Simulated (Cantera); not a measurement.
Charge: 1 mol FeS2, 0.15 mol O2, 0.65 mol CO2, equilibrated at 575 °C and 0.140 bar.

Method: chemical equilibrium by Gibbs-energy minimisation in Cantera with the NASA 1993 tables (ideal gas, pure condensed phases). Candidate condensed phases: C, Fe, Fe(CO)5, FeO, FeS, FeSO4, FeS2, Fe2O3, Fe2(SO4)3, Fe3O4, S; 25 gas species. FeS: taken at fixed stoichiometry. Gases not in the tables: S3 to S7. Equilibrium is a limit: real reactors are often held back by kinetics, nucleation or transport.

Base state: CO2 0.805, SO2 0.186, S2 0.00794, S2O 0.000445, COS 0.000214, CO 0.000212 (mole fractions); condensed: FeS(s) + FeS2(s).

### Question
What changes in the equilibrium state with this change: FeS2 replaced by Fe2O3?

### Answer
```json
[
 {"species": "CO2", "before": "0.805", "after": "0.812"},
 {"species": "O2", "before": "<1e-9", "after": "0.188"},
 {"species": "SO2", "before": "0.186", "after": "0"},
 {"species": "S2", "before": "0.00794", "after": "0"},
 {"species": "S2O", "before": "0.000445", "after": "0"},
 {"species": "COS", "before": "0.000214", "after": "0"},
 {"species": "FeS(s), mol", "before": "0.164", "after": "0"},
 {"species": "FeS2(s), mol", "before": "0.836", "after": "0"},
 {"species": "Fe2O3(s), mol", "before": "0", "after": "1.00"}
]
```
